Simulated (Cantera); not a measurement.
A perfectly stirred reactor is fed with 32.0 % H2, 68.0 % O2, at 1.58 Torr; it is held at 1250 K, and followed from long to short residence time.

Model: the H2/O2 subset of GRI-Mech 3.0, which has no nitrogen chemistry, integrated in Cantera. Radical loss at walls, strong at low pressure, is not modelled. The temperature is held fixed by assumption; the heat of reaction is taken as removed at once.

One state of this run: x H2 = 0.0114; x O2 = 0.577; x H2O2 = 9.83e-8; x H = 0.0375; x OH = 0.0115; x H2O = 0.323; x HO2 = 1.73e-6. x: mole fraction; the columns are a selection and need not sum to one.

Problem. Which value of τ (s) does it belong to?
(A) 0.72
(B) 0.0097
(C) 0.023
(D) 1.7

Solution. A, 0.72
